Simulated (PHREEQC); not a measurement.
Solution (10 °C): 130 mmol/kgw ZnSO4, 64 mmol/kgw Na2SO4 and 90 mmol/kgw HCl. Closed to the air; pH follows from the charge balance.

Model: ion-association model, phreeqc.dat, run in PHREEQC.

| quantity | before | after |
|---|---|---|
| pH | 1.47 | 1.53 |
| ionic strength (mol/kgw) | 0.454 | 0.573 |
| Zn+2 (mol/kgw) | 0.0687 | 0.0599 |
| HSO4- (mol/kgw) | 0.0456 | 0.0516 |
| SI of Halite (NaCl) | -3.85 | -3.57 |

Which change was made?
A. diluted 5-fold with water
B. temperature from 10 to 40 °C
C. Na2SO4 from 0.064 to 0.128 mol/kgw
D. diluted 10-fold with water
E. temperature from 10 to 20 °C

C, Na2SO4 from 0.064 to 0.128 mol/kgw

Precipitation was switched off in this run. Constants without temperature data keep their 25 °C values here.
